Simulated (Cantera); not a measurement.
An adiabatic, constant-pressure homogeneous reactor starts with CH4 : C2H6 : C3H8 : O2 : N2 = 1 : 0.049 : 0.67 : 11.5 : 57.5 (molar parts), equivalence ratio 0.48, at 1373 K and 3750 Torr.

Model: GRI-Mech 3.0 (53 species, 325 reactions), integrated in Cantera. GRI-Mech 3.0 was tuned for natural gas; its chemistry of propane as a main component is partial and can be far from experiment.

Problem. Predict: time of steepest temperature rise; temperature at 0.500 s; equilibrium temperature; x(CO) at 0.500 s.

Solution. 
```json
{
  "time_of_steepest_temperature_rise": "0.187 ms",
  "temperature at 0.500 s": "2178 K",
  "equilibrium_temperature": "2178 K",
  "x(CO) at 0.500 s": "0.000357 (gas-phase equilibrium 0.000356)"
}
```
